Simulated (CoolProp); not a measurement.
The fluid at 298.27 K and 0.101 MPa is throttled through a valve to 0.015 MPa with no heat exchange. The same conditions are run with several fluids, on thermodynamics alone (safety and materials aside).

Values from CoolProp's reference Helmholtz-energy equation of state of each fluid (ethylene: Smukala 2000; carbonyl sulfide: Lemmon 2006; R152A: Outcalt 1996; R404A: Lemmon 2003; fluoroethane (R161): Wu 2012). Blends and air are pseudo-pure fits.

| fluid | temperature change (K) | final density (kg/m³) |
|---|---|---|
| ethylene | -0.9 | 0.170 |
| carbonyl sulfide | -1.7 | 0.366 |
| R152A | -2.4 | 0.404 |
| R404A | -1.5 | 0.595 |
| fluoroethane (R161) | -1.8 | 0.293 |
